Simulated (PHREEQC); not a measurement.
A solution holds 0.2 mol/kgw RbCl, at 25 °C. Closed to the air; pH follows from the charge balance.

Model: ion-association model, wateq4f.dat, run in PHREEQC.

ionic strength: 0.200 mol/kgw
activity of water: 0.993

```csv
species,molality,activity,log γ
Cl-,0.200,0.142,-0.148
Rb+,0.200,0.149,-0.127
H+,1.33e-7,1.06e-7,-0.098
OH-,1.33e-7,9.39e-8,-0.151
```

This is a speciation only: nothing precipitates in the calculation.
